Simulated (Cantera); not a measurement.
A closed system holds: 1 mol SiCl₄, 1.4 mol Cl₂, a varied amount of H₂, equilibrated at 825 K and 1 atm.

Method: chemical equilibrium by Gibbs-energy minimisation in Cantera with the NASA 1993 tables (ideal gas, pure condensed phases). Candidate condensed phases: Si; 19 gas species. Equilibrium is a limit: real reactors are often held back by kinetics, nucleation or transport.

At 1.6 mol H₂, list the 4 most abundant gas species with their mole fractions, and the condensed phases.

HCl 0.700, SiCl₄ 0.250, H₂ 0.0500, SiHCl₃ 2.21e-5. Condensed: gas only.
